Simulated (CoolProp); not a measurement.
A simple Rankine cycle with R227EA: condensing at 288.15 K, boiler at 1.7 MPa, turbine inlet 351.2 K, turbine efficiency 0.85, pump efficiency 0.7, no recuperator. Each further row changes one setting.

Computed with CoolProp (reference Helmholtz-energy equation of state, Lemmon 2016).

```tsv
case	thermal efficiency (%)	net work (kJ/kg)	heat in (kJ/kg)	turbine exit temperature (K)	volume ratio over the turbine
as stated	11.0	16.6	151	308.8	6.33
turbine inlet 371.2 K	10.9	[?]	175	332.9	5.76
condensing temperature 280.15 K	[?]	19.7	161	303.7	8.32
boiler pressure 1.19 MPa	9.1	14.6	161	322.4	[?]
turbine efficiency 0.75	9.6	[?]	151	311.3	[?]
```

**Question.** What belongs in the gaps?

**Answer.** 
- turbine inlet 371.2 K, net work (kJ/kg): 19.0
- condensing temperature 280.15 K, thermal efficiency (%): 12.3
- boiler pressure 1.19 MPa, volume ratio over the turbine: 3.88
- turbine efficiency 0.75, net work (kJ/kg): 14.5
- turbine efficiency 0.75, volume ratio over the turbine: 6.39
